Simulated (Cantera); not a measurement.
Input: 1 mol Cu, 0.0053 mol O₂, 49 mol N₂, equilibrated at 5400 Pa.

These are equilibrium values from Cantera (NASA tables, ideal gas, pure condensed phases), not measurements of a reactor. Candidate condensed phases: Cu, CuO, Cu₂O; 12 gas species. Mutual solubility and eutectic melting of coexisting phases are not modelled. Rates play no part.

x: gas mole fraction; n: condensed amount in mol.

```json
[
 {"T (K)": "873", "x N₂": "1.00", "x Cu": "<1e-12", "x NO": "3.61e-11", "x O₂": "5.41e-12", "x Cu₂": "<1e-12", "x O": "<1e-12", "x CuO": "<1e-12", "n Cu(s)": "0.979", "n Cu₂O(s)": "0.0106", "n Cu(l)": "0"},
 {"T (K)": "1023", "x N₂": "1.00", "x Cu": "(withheld)", "x NO": "(withheld)", "x O₂": "(withheld)", "x Cu₂": "<1e-12", "x O": "<1e-12", "x CuO": "<1e-12", "n Cu(s)": "0.979", "n Cu₂O(s)": "0.0106", "n Cu(l)": "0"},
 {"T (K)": "1173", "x N₂": "1.000", "x Cu": "1.06e-7", "x NO": "3.33e-7", "x O₂": "7.31e-7", "x Cu₂": "2.18e-12", "x O": "5.14e-11", "x CuO": "8.56e-12", "n Cu(s)": "0.979", "n Cu₂O(s)": "0.0105", "n Cu(l)": "0"},
 {"T (K)": "1323", "x N₂": "1.000", "x Cu": "4.97e-6", "x NO": "6.64e-6", "x O₂": "3.47e-5", "x Cu₂": "5.09e-10", "x O": "6.74e-9", "x CuO": "1.93e-9", "n Cu(s)": "0.986", "n Cu₂O(s)": "0.00688", "n Cu(l)": "0"},
 {"T (K)": "1473", "x N₂": "1.000", "x Cu": "(withheld)", "x NO": "(withheld)", "x O₂": "(withheld)", "x Cu₂": "(withheld)", "x O": "(withheld)", "x CuO": "(withheld)", "n Cu(s)": "0", "n Cu₂O(s)": "0", "n Cu(l)": "0.995"},
 {"T (K)": "1623", "x N₂": "0.999", "x Cu": "0.00103", "x NO": "4.79e-5", "x O₂": "8.35e-5", "x Cu₂": "8.36e-7", "x O": "7.48e-7", "x CuO": "3.64e-7", "n Cu(s)": "0", "n Cu₂O(s)": "0", "n Cu(l)": "0.949"},
 {"T (K)": "1773", "x N₂": "0.993", "x Cu": "0.00730", "x NO": "7.58e-5", "x O₂": "6.68e-5", "x Cu₂": "1.24e-5", "x O": "3.30e-6", "x CuO": "1.90e-6", "n Cu(s)": "0", "n Cu₂O(s)": "0", "n Cu(l)": "0.638"},
 {"T (K)": "1923", "x N₂": "0.980", "x Cu": "0.0199", "x NO": "0.000103", "x O₂": "4.73e-5", "x Cu₂": "3.30e-5", "x O": "1.07e-5", "x CuO": "3.68e-6", "n Cu(s)": "0", "n Cu₂O(s)": "0", "n Cu(l)": "0"}
]
```

### Question
Fill in the missing entries.

### Answer

- 1023, x Cu: 7.12e-10
- 1023, x NO: 6.83e-9
- 1023, x O₂: 4.81e-9
- 1473, x Cu: 9.58e-5
- 1473, x NO: 2.57e-5
- 1473, x O₂: 9.52e-5
- 1473, x Cu₂: 3.14e-8
- 1473, x O: 1.17e-7
- 1473, x CuO: 4.60e-8
